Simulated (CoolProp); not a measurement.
Vapour-liquid equilibrium of carbon dioxide (1) + propylene (2) at -39.65 °C; x and y are mole fractions of (1).

Model: multi-fluid Helmholtz-energy mixture model, Span 1996 and Lemmon 2013; pair parameters Bell 2016, in CoolProp.

Q: Give the bubble pressure and the first vapour's composition at x = 0.25, 0.45, 0.95. Is there an azeotrope?

A: x = 0.25: 0.5078 MPa, y = 0.758; x = 0.45: 0.6910 MPa, y = 0.848; x = 0.95: 0.9864 MPa, y = 0.978. No azeotrope shows between x = 0.05 and 0.95.

Pair parameters are fitted to limited data, so mixtures are less certain than the pure fluids.
